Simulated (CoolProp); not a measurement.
Vapour-liquid equilibrium of isohexane (1) + n-hexane (2) at 0.011 MPa; x and y are mole fractions of (1).

Model: multi-fluid Helmholtz-energy mixture model, Lemmon 2006 and Thol 2019; pair parameters Bell 2016, in CoolProp.

**Question.** Give the bubble temperature and the first vapour's composition at x = 0.35, 0.5, 0.65. Is there an azeotrope?

**Answer.** x = 0.35: 281.7 K, y = 0.442; x = 0.5: 280.5 K, y = 0.593; x = 0.65: 279.4 K, y = 0.728. No azeotrope shows between x = 0.05 and 0.95.

Pair parameters are fitted to limited data, so mixtures are less certain than the pure fluids.
